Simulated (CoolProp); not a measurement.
Values from CoolProp's reference Helmholtz-energy equation of state, Wu 2011.

Problem. For dimethyl ether, give the phase and the cp (kJ/(kg K)), speed of sound (m/s), Joule-Thomson coefficient (K/MPa), isothermal compressibility (1/MPa) at 333.7 K and 71.7 bar; 365 K and 71.7 bar.

Solution. 
- 333.7 K and 71.7 bar: liquid; cp 2.56, speed of sound 747, Joule-Thomson coefficient -0.0308, isothermal compressibility 0.00462
- 365 K and 71.7 bar: liquid; cp 2.86, speed of sound 567, Joule-Thomson coefficient 0.315, isothermal compressibility 0.00950
